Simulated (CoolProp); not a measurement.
A simple Rankine cycle with n-heptane: condensing at 320.15 K, boiler at 0.742 MPa, turbine inlet 462.5 K, turbine efficiency 0.75, pump efficiency 0.7, no recuperator. Each further row changes one setting.

Model: reference Helmholtz-energy equation of state, Span 2003, in CoolProp. It is a short technical equation, of lower accuracy than the large ones.

| case | thermal efficiency (%) | net work (kJ/kg) | heat in (kJ/kg) | turbine exit temperature (K) | volume ratio over the turbine |
|---|---|---|---|---|---|
| as stated | (withheld) | 93.2 | 616 | 408.2 | 48.9 |
| turbine inlet 482.5 K | 14.8 | 98.9 | 669 | 429.5 | 47.2 |
| condensing temperature 312.15 K | 16.0 | 102 | 635 | 404.2 | 68.6 |
| boiler pressure 0.519 MPa | (withheld) | (withheld) | 627 | 415.8 | 32.0 |
| turbine efficiency 0.65 | 13.1 | 80.5 | 616 | 414.0 | 49.6 |

Q: Fill in the missing entries.

A: 
- as stated, thermal efficiency (%): 15.1
- boiler pressure 0.519 MPa, thermal efficiency (%): 13.9
- boiler pressure 0.519 MPa, net work (kJ/kg): 87.3
